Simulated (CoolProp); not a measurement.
Computed with CoolProp (reference Helmholtz-energy equation of state, Lemmon 2006). It is a short technical equation, of lower accuracy than the large ones.

For carbon monoxide, give the phase and the cv (kJ/(kg K)) at -183.45 °C and 0.101 MPa; -176.05 °C and 0.101 MPa; -123.75 °C and 0.101 MPa.


- -183.45 °C and 0.101 MPa: gas; cv 0.763
- -176.05 °C and 0.101 MPa: gas; cv 0.756
- -123.75 °C and 0.101 MPa: gas; cv 0.744
